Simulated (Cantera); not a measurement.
A closed system holds: 1 mol FeCl₃, 1.2 mol H₂, equilibrated at 0.530 Pa.

These are equilibrium values from Cantera (NASA tables, ideal gas, pure condensed phases), not measurements of a reactor. Candidate condensed phases: Fe, FeCl₂, FeCl₃; 11 gas species. The numbers say what is thermodynamically allowed, not how fast it happens.

x: gas mole fraction; n: condensed amount in mol.

```csv
T (K),x HCl,x FeCl₂,x Cl,x H₂,x Fe,x H,x FeCl,n Fe(α),n Fe(γ)
975,0.552,0.280,6.28e-7,0.169,7.96e-10,2.04e-7,8.35e-11,0.245,0
1075,0.497,0.307,6.46e-6,0.196,8.51e-8,2.82e-6,3.26e-9,0.170,0
1175,0.454,0.329,4.52e-5,0.218,3.97e-6,2.48e-5,6.66e-8,0.112,0
1275,0.419,0.346,0.000235,0.235,9.96e-5,0.000155,8.35e-7,0,0.0660
1375,0.390,0.359,___,0.248,___,___,___,0,___
1475,0.387,0.351,___,0.242,___,___,___,0,0
1575,0.431,0.300,0.0139,0.198,0.0484,0.00804,0.000125,0,0
1675,0.475,0.216,0.0507,0.136,0.103,0.0186,0.000256,0,0
1775,0.452,0.112,0.149,0.0860,0.163,0.0369,0.000361,0,0
1875,0.344,0.0280,0.287,0.0664,0.201,0.0734,0.000297,0,0
```

### Question
Some entries are withheld; supply them.

### Answer

- 1375, x Cl: 0.000965
- 1375, x Fe: 0.00155
- 1375, x H: 0.000741
- 1375, x FeCl: 7.18e-6
- 1375, n Fe(γ): 0.0246
- 1475, x Cl: 0.00359
- 1475, x Fe: 0.0131
- 1475, x H: 0.00277
- 1475, x FeCl: 3.97e-5
